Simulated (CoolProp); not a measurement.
Saturation properties of methanol.

Computed with CoolProp (reference Helmholtz-energy equation of state, de Reuck 1993).

```tsv
T (K)	p (bar)	enthalpy of vaporisation (kJ/kg)	surface tension (mN/m)	liquid viscosity (µPa s)	vapour viscosity (µPa s)	liquid conductivity (mW/(m K))
371.1	3.315	1027	15.8	227	11.8	186
374.5	3.690	1019	15.5	220	11.9	185
377.9	4.099	1010	15.1	212	11.9	185
381.3	4.544	1000	14.8	205	12.0	184
384.7	5.027	991.0	14.5	199	12.1	183
388.1	5.551	981.2	14.1	192	12.2	183
391.5	6.117	971.2	13.8	186	12.3	182
394.9	6.729	960.8	13.5	180	12.4	181
398.3	7.389	950.0	13.1	174	12.5	181
401.7	8.099	939.0	12.8	169	12.6	180
405.1	8.863	927.5	12.4	163	12.6	180
408.5	9.683	915.7	12.0	158	12.7	179
411.9	10.56	903.5	11.7	153	12.8	178
415.3	11.50	890.9	11.3	148	12.9	178
```

It boils at 337.6 K under 1 atm.

Viscosity comes from a separate model (Xiang 2006). Thermal conductivity comes from a separate model (Sykioti 2013). Surface tension comes from a separate correlation (Mulero 2012).
